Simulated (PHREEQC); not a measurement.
Model water analysis in mg/L, 20 °C, pH 2.64, pe 8.8: Na 45.4; K 17.6; Ca 67.3; Mg 23.6; Cl 20.9; S(6) as SO4 581; Al 2.24; Mn(2) 1; Si as SiO2 7.69.

Na is adjusted to close the charge balance.
Valence states are taken as typed.

Model: ion-association model, wateq4f.dat, run in PHREEQC.

Q: The ionic strength comes out as 0.0172 mol/kgw. What activity coefficients do SO4-2, KSO4-, HSO4-, Ca+2, AlSO4+ get?

A: SO4-2 0.60, KSO4- 0.88, HSO4- 0.88, Ca+2 0.61, AlSO4+ 0.88.

No solid was allowed to form. The solution is supersaturated, for example in Quartz (slow to form), so a real one may precipitate; this is no full list.
